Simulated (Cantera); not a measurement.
An isothermal, constant-pressure homogeneous reactor starts with CH4 : CO2 = 1 : 0.95 (molar parts), at 1400 K and 0.237 atm.

Cantera simulation using GRI-Mech 3.0 (53 species, 325 reactions); the numbers are that mechanism's predictions, not measurements.

x: mole fraction; the columns are a selection and need not sum to one.

```csv
t (s),x CH4,x CO2,x CH2CO,x H2O,x CH3
1.00e-6,0.513,0.487,<1e-12,2.69e-11,1.45e-8
5.37e-6,0.513,0.487,<1e-12,3.53e-10,9.62e-8
2.89e-5,0.513,0.487,<1e-12,2.18e-9,5.40e-7
0.000155,0.513,0.487,<1e-12,1.20e-8,2.92e-6
0.000833,0.513,0.487,<1e-12,___,___
0.00447,0.513,0.487,<1e-12,4.06e-7,4.71e-5
0.0240,0.512,0.487,8.25e-12,3.17e-6,7.32e-5
0.129,0.508,0.486,1.01e-9,5.56e-5,0.000118
0.693,0.479,0.476,1.31e-7,0.00180,0.000112
3.72,___,___,___,___,___
20.0,0.147,0.177,2.54e-5,0.182,4.01e-5
```

Some entries are withheld; supply them.


- 0.000833, x H2O: 6.53e-8
- 0.000833, x CH3: 1.52e-5
- 3.72, x CH4: 0.372
- 3.72, x CO2: 0.410
- 3.72, x CH2CO: 3.35e-6
- 3.72, x H2O: 0.0326
- 3.72, x CH3: 7.86e-5
